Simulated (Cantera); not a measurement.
Charge: 1 mol Si2H6, 0.75 mol CO2, 87 mol N2, equilibrated at 0.0690 Torr.

Method: chemical equilibrium by Gibbs-energy minimisation in Cantera with the NASA 1993 tables (ideal gas, pure condensed phases). Candidate condensed phases: C, C6H6, C7H8, C8H18, H2O, Si, SiC, SiO2, Si2N2O, Si3N4; 151 gas species. The feed counts by its element totals alone. Mutual solubility and eutectic melting of coexisting phases are not modelled. Equilibrium is a limit: real reactors are often held back by kinetics, nucleation or transport.

Question: Which condensed phases are stable at each of these points (T (°C)): 1227, 1252, 1277, 1302, 1327, 1352, 1377, 1402, 1427, 1452, 1477, 1502?

Answer: 
| T (°C) | condensed phases | Si condensed (%) |
|---|---|---|
| 1227 | SiC(s) + Si2N2O(s) | 41.7 |
| 1252 | SiC(s) | 31.0 |
| 1277 | SiC(s) | 30.7 |
| 1302 | SiC(s) | 30.4 |
| 1327 | SiC(s) | 29.8 |
| 1352 | SiC(s) | 28.8 |
| 1377 | SiC(s) | 27.5 |
| 1402 | SiC(s) | 25.5 |
| 1427 | SiC(s) | 22.8 |
| 1452 | SiC(s) | 19.3 |
| 1477 | SiC(s) | 14.6 |
| 1502 | SiC(s) | 8.8 |

At 1227 °C the condensed part is SiC(s) + Si2N2O(s). From 1252 °C to 1502 °C the condensed part is SiC(s).
